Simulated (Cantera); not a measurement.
Charge: 1 mol Si, 0.015 mol H₂O, 1000 mol N₂, 0.012 mol O₂, at 1677 °C and 0.133 bar.

Method: chemical equilibrium by Gibbs-energy minimisation in Cantera with the NASA 1993 tables (ideal gas, pure condensed phases). Candidate condensed phases: H₂O, Si, SiO₂, Si₂N₂O, Si₃N₄; 35 gas species. The tables' values for SiN are old estimates; treat these amounts as uncertain. Kinetics and transport are ignored.

Base state: N₂ 1.000, Si 0.000131, SiO 3.90e-5, Si₂N 1.42e-5, SiN 1.41e-5 (mole fractions); condensed: Si₃N₄(s).

Task: What changes in the equilibrium state with this change: temperature from 1677 °C to 1327 °C?

Result: 
```json
[
 {"species": "N₂", "before": "1.000", "after": "1.000"},
 {"species": "H₂", "before": "9.99e-6", "after": "1.47e-5"},
 {"species": "SiO", "before": "3.90e-5", "after": "8.27e-6"},
 {"species": "Si", "before": "0.000131", "after": "1.25e-8"},
 {"species": "Si₂N", "before": "1.42e-5", "after": "<1e-9"},
 {"species": "SiN", "before": "1.41e-5", "after": "3.94e-9"},
 {"species": "Si₃N₄(s), mol", "before": "0.262", "after": "0.310"},
 {"species": "Si₂N₂O(s), mol", "before": "0", "after": "0.0307"}
]
```
Mutual solubility and eutectic melting of coexisting phases are not modelled.
